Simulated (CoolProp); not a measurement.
Vapour-liquid equilibrium of R143a (1) + isobutene (2) at 7.97 kPa; x and y are mole fractions of (1).

Model: multi-fluid Helmholtz-energy mixture model, Lemmon and Jacobsen 2000 and Lemmon 2005; pair parameters Bell 2016, in CoolProp.

```tsv
x	bubble temperature (°C)	y at the bubble point	dew temperature at overall composition x (°C)	liquid density (mol/L)
0.05	-72.1	0.645	-58.6	12.49
0.125	-80.2	0.822	-59.8	(withheld)
0.2	-83.4	0.871	(withheld)	12.98
0.275	-85.0	(withheld)	-62.5	13.16
0.35	-85.8	0.901	-64.1	(withheld)
0.425	-86.2	0.907	-65.8	13.51
0.5	(withheld)	0.912	-67.7	13.69
0.575	-86.9	0.917	-69.8	13.87
0.65	-87.2	0.923	-72.3	14.07
0.725	-87.6	(withheld)	-75.2	14.28
0.8	-88.0	0.942	-78.9	14.51
0.875	-88.5	0.958	-83.7	14.75
0.95	(withheld)	0.980	-88.3	15.00
```

Q: What belongs in the gaps?

A: 
- 0.125, liquid density (mol/L): 12.78
- 0.2, dew temperature at overall composition x (°C): -61.1
- 0.275, y at the bubble point: 0.891
- 0.35, liquid density (mol/L): 13.33
- 0.5, bubble temperature (°C): -86.6
- 0.725, y at the bubble point: 0.931
- 0.95, bubble temperature (°C): -89.0

No azeotrope shows between x = 0.05 and 0.95.

The pair parameters rest on a limited set of measurements; away from them the model extrapolates. With so large a gap from Raoult's law the liquid may split in two, which this calculation doesn't test in full.
